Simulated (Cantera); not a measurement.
Input: 1 mol H2S, 0.057 mol H2, 0.31 mol O2, equilibrated at 3700 Pa.

Method: chemical equilibrium by Gibbs-energy minimisation in Cantera with the NASA 1993 tables (ideal gas, pure condensed phases). Candidate condensed phases: H2O, H2SO4, S; 19 gas species. Gases not in the tables: S3 to S7. Rates play no part.

**Question.** At 1275 K, list the 6 most abundant gas species with their mole fractions, and the condensed phases.

**Answer.** H2O 0.417, S2 0.255, H2S 0.179, H2 0.141, SO2 0.00701, SH 0.00107. Condensed: gas only.
